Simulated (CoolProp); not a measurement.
Vapour-liquid equilibrium of carbon dioxide (1) + n-butane (2) at -15.95 °C; x and y are mole fractions of (1).

Computed with CoolProp (multi-fluid Helmholtz-energy mixture model, Span 1996 and Bücker 2006; pair parameters Kunz 2012).

Task: Give the bubble pressure and the first vapour's composition at x = 0.15, 0.45, 0.55. Is there an azeotrope?

Result: x = 0.15: 655.3 kPa, y = 0.915; x = 0.45: 1404 kPa, y = 0.962; x = 0.55: 1538 kPa, y = 0.966. No azeotrope shows between x = 0.05 and 0.95.

The pair parameters rest on a limited set of measurements; away from them the model extrapolates. With so large a gap from Raoult's law the liquid may split in two, which this calculation doesn't test in full.
